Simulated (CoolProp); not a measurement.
Vapour-liquid equilibrium of propane (1) + toluene (2) at 106 kPa; x and y are mole fractions of (1).

Computed with CoolProp (multi-fluid Helmholtz-energy mixture model, Lemmon 2009 and Lemmon 2006; pair parameters Bell 2016).

Q: Give the bubble temperature and the first vapour's composition at x = 0.2, 0.65, 0.95. Is there an azeotrope?

A: x = 0.2: 257.0 K, y = 0.997; x = 0.65: 238.1 K, y = 1.000; x = 0.95: 233.2 K, y = 1.000. No azeotrope shows between x = 0.05 and 0.95.

The pair parameters rest on a limited set of measurements; away from them the model extrapolates. With so large a gap from Raoult's law the liquid may split in two, which this calculation doesn't test in full.
